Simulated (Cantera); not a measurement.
Input: 1 mol Al(CH3)3, 9.8 mol N2O, 3.8 mol H2, equilibrated at 1600 K and 72.0 mbar.

These are equilibrium values from Cantera (NASA tables, ideal gas, pure condensed phases), not measurements of a reactor. Candidate condensed phases: Al, AlN, Al2O3, C, C6H6, C7H8, C8H18, H2O; 148 gas species. The feed counts by its element totals alone. Gases not in the tables: Al(OH)3. The numbers say what is thermodynamically allowed, not how fast it happens.

Base state: N2 0.464, H2O 0.211, H2 0.182, CO 0.102, CO2 0.0397, H 8.64e-5 (mole fractions); condensed: Al2O3(s).

Q: What changes in the equilibrium state with this change: H2 from 3.8 to 790 mol?

A: 
```
species         before     after
-------------  -------  --------
H2               0.182     0.977
N2               0.464    0.0121
H2O              0.211   0.00656
CO2             0.0397   8.28e-6
CO               0.102   0.00371
H              8.64e-5  0.000200
Al2O3(s), mol    0.500     0.500
```
